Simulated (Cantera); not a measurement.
Feed: 1 mol SiH₂Cl₂, 0.49 mol HCl, 89 mol N₂, equilibrated at 10.0 Torr.

These are equilibrium values from Cantera (NASA tables, ideal gas, pure condensed phases), not measurements of a reactor. Candidate condensed phases: NH₄Cl, Si, Si₃N₄; 28 gas species. N₂ is the only nitrogen source here; it is nearly inert below about 1500 K, so the nitride shown seldom forms there in practice. The tables' values for SiCl₃ are old estimates; treat these amounts as uncertain. Rates play no part.

x: gas mole fraction; n: condensed amount in mol.

| T (K) | x N₂ | x HCl | x H₂ | x SiCl₂ | x SiCl₄ | n Si₃N₄(s) |
|---|---|---|---|---|---|---|
| 848 | 0.974 | 0.0201 | 0.00367 | 7.08e-10 | 0.00183 | 0.278 |
| 948 | 0.974 | 0.0209 | 0.00326 | 4.61e-8 | 0.00163 | 0.284 |
| 1048 | 0.974 | 0.0215 | 0.00296 | 1.33e-6 | 0.00147 | 0.288 |
| 1148 | 0.974 | 0.0219 | 0.00275 | 2.10e-5 | 0.00133 | 0.291 |
| 1248 | 0.974 | 0.0221 | 0.00268 | 0.000200 | 0.00110 | 0.288 |
| 1348 | 0.973 | 0.0215 | 0.00297 | 0.00112 | 0.000640 | 0.269 |
| 1448 | 0.973 | 0.0191 | 0.00412 | 0.00319 | 0.000172 | ? |
| 1548 | 0.973 | 0.0152 | 0.00602 | 0.00560 | 2.75e-5 | ? |
| 1648 | 0.973 | 0.0112 | 0.00798 | 0.00778 | 4.00e-6 | ? |

Problem. Fill in the missing entries.

Solution. 
- 1448, n Si₃N₄(s): 0.220
- 1548, n Si₃N₄(s): 0.155
- 1648, n Si₃N₄(s): 0.0923
